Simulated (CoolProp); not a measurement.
Vapour-liquid equilibrium of n-octane (1) + m-xylene (2) at 455.8 K; x and y are mole fractions of (1).

Computed with CoolProp (multi-fluid Helmholtz-energy mixture model, Beckmüller 2019 and Zhou 2012; pair parameters Bell 2016).

**Question.** Give the bubble pressure and the first vapour's composition at x = 0.05, 0.35, 0.8. Is there an azeotrope?

**Answer.** x = 0.05: 293.8 kPa, y = 0.069; x = 0.35: 329.9 kPa, y = 0.420; x = 0.8: 375.1 kPa, y = 0.834. No azeotrope shows between x = 0.05 and 0.95.

Pair parameters are fitted to limited data, so mixtures are less certain than the pure fluids.
